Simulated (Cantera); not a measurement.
A Cantera script and what it prints.

```python
import numpy as np
import cantera as ct

gas_names = """
    Cr CrN CrO CrO2 CrO3 H HNO HNO2 HNO3 HO2 H2 H2O H2O2 N NH NH2 NH3 NH2OH NO NO2 NO3 N2 N2H2 N2H4 N2O
    O OH O2 O3
""".split()
cond_names = """
    Cr(cr) Cr(L) CrN(s) Cr2N(s) Cr2O3(s) Cr2O3(L) H2O(s) H2O(L)
""".split()


# ... load() reads the species with a 1 bar reference pressure and builds the phases ...
atoms = {
    'Cr2O3': {'Cr': 2, 'O': 3},
    'H2': {'H': 2},
    'N2': {'N': 2},
}
top_T = {'CrN(s)': 1900, 'Cr2N(s)': 1900}  # K; cautious upper limits of use, not melting points


# ... equilibrate(T, P, feed) seeds the gas with the atoms and calls Mixture.equilibrate('TP', solver="vcs", rtol=1e-11, max_steps=5000) ...
results = []
feed = {'Cr2O3': 1, 'H2': 12, 'N2': 2.2}  # mol
T = 1873.15  # K
P = 10000  # Pa
mix = equilibrate(T, P, feed)
results.append((T, P, feed, dict(zip(mix.species_names, mix.species_moles))))
x = sorted(zip(gas.X, gas.species_names), reverse=True)
print(f"T = {T:g} K  P = {P:g} Pa  gas = {mix.phase_moles(0):.4g} mol")
print("   x: " + "  ".join(f"{s} {v:.3e}" for v, s in x if v > 1e-05))
print("   condensed (mol): " + ("  ".join(f"{mix.phase(i).name} {mix.phase_moles(i):.4g}"
      for i in range(1, mix.n_phases) if mix.phase_moles(i) > 1e-12) or "none"))
```

Result:

```
T = 1873.15 K  P = 10000 Pa  gas = 14.25 mol
   x: H2 8.338e-01  N2 1.544e-01  H2O 7.468e-03  Cr 2.484e-03  H 1.866e-03  CrO 1.289e-05
   condensed (mol): Cr(cr) 0.03549  Cr2O3(s) 0.9645
```

Cantera equilibrium calculation (NASA polynomials, part measured and part estimated; ideal gas, pure solids and liquids). Mutual solubility and eutectic melting of coexisting phases are not modelled.
